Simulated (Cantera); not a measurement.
## Iron carbonyl, mercury and lead vapours: Fe(CO)5 + H2

A closed system holds: 1 mol Fe(CO)5, 0.13 mol H2, equilibrated at 290000 Pa.

Cantera equilibrium calculation (NASA polynomials, part measured and part estimated; ideal gas, pure solids and liquids). Candidate condensed phases: C, C6H6, C7H8, C8H18, Fe, Fe(CO)5, FeO, Fe(OH)2, Fe(OH)3, Fe2O3, Fe3O4, H2O; 114 gas species. Iron dissolves carbon and melts from about 1420 K in contact with it, which pure phases cannot show. The tables' stoichiometric FeO is somewhat more stable than real wüstite, so its field is too wide. FeO: taken at fixed stoichiometry. Condensed phases not in the tables: cementite and carbon dissolved in iron. Rates play no part.

| T (°C) | x CO | x CO2 | x H2O | x H2 | n C(graphite) | n FeO(s) | n Fe(α) | n Fe(γ) |
|---|---|---|---|---|---|---|---|---|
| 627 | 0.213 | 0.732 | 0.0328 | 0.0219 | 2.79 | 1.00 | 0 | 0 |
| 677 | 0.351 | 0.598 | 0.0246 | 0.0259 | 2.58 | 1.00 | 0 | 0 |
| 727 | 0.516 | 0.438 | 0.0169 | 0.0285 | 2.29 | 1.00 | 0 | 0 |
| 777 | 0.676 | 0.283 | 0.0106 | 0.0298 | 1.94 | 1.00 | 0 | 0 |
| 827 | 0.805 | 0.166 | 0.00510 | 0.0244 | 0.748 | 0 | 1.00 | 0 |
| 877 | 0.883 | 0.0892 | 0.00296 | 0.0246 | 0.433 | 0 | 1.00 | 0 |
| 927 | 0.926 | 0.0470 | 0.00173 | 0.0248 | 0.238 | 0 | 0 | 1.00 |
| 977 | 0.949 | 0.0251 | 0.00103 | 0.0249 | 0.131 | 0 | 0 | 1.00 |
| 1027 | 0.960 | 0.0138 | 0.000636 | 0.0250 | 0.0731 | 0 | 0 | 1.00 |
| 1077 | 0.967 | 0.00790 | 0.000404 | 0.0251 | 0.0422 | 0 | 0 | 1.00 |
| 1127 | 0.970 | 0.00468 | 0.000264 | 0.0252 | 0.0252 | 0 | 0 | 1.00 |
| 1177 | 0.972 | 0.00287 | 0.000177 | 0.0252 | 0.0156 | 0 | 0 | 1.00 |
x: gas mole fraction; n: condensed amount in mol.

From 627 °C to 777 °C the condensed part is C(graphite) + FeO(s). From 827 °C to 877 °C the condensed part is C(graphite) + Fe(α). From 927 °C to 1177 °C the condensed part is C(graphite) + Fe(γ).
